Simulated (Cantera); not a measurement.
**Equilibrium for iron carbonyl, mercury and lead vapours: PbO + H₂**

Charge: 1 mol PbO, 57 mol H₂, equilibrated at 0.158 Torr.

Cantera equilibrium calculation (NASA polynomials, part measured and part estimated; ideal gas, pure solids and liquids). Candidate condensed phases: H₂O, Pb, PbO, PbO₂, Pb₃O₄; 12 gas species. Rates play no part.

```
T (°C)   x H₂   x H₂O      x Pb       x H      x OH     x PbO     x Pb₂  n Pb(s)  n Pb(l)
------  -----  ------  --------  --------  --------  --------  --------  -------  -------
225     0.982  0.0175  8.74e-12    <1e-12    <1e-12    <1e-12    <1e-12     1.00        0
325     0.982  0.0175   2.16e-8    <1e-12    <1e-12    <1e-12    <1e-12    1.000        0
425     0.982  0.0175   4.84e-6  1.55e-12    <1e-12    <1e-12    <1e-12        0    1.000
525     0.982  0.0175  0.000273  1.82e-10    <1e-12    <1e-12  1.88e-11        0    0.984
625     0.976  0.0174   0.00617   7.46e-9    <1e-12  5.78e-11   3.53e-9        0    0.646
725     0.966  0.0172    0.0172   1.46e-7  5.67e-12  8.28e-10   1.23e-8        0        0
825     0.966  0.0172    0.0172   1.68e-6  1.32e-10   3.17e-9   6.35e-9        0        0
925     0.966  0.0172    0.0172   1.29e-5   1.82e-9   9.73e-9   3.65e-9        0        0
1025    0.965  0.0172    0.0172   7.27e-5   1.68e-8   2.52e-8   2.28e-9        0        0
1125    0.965  0.0172    0.0172  0.000321   1.13e-7   5.71e-8   1.52e-9        0        0
```
x: gas mole fraction; n: condensed amount in mol.

From 225 °C to 325 °C the condensed part is Pb(s). From 425 °C to 625 °C the condensed part is Pb(l). From 725 °C to 1125 °C nothing is condensed.
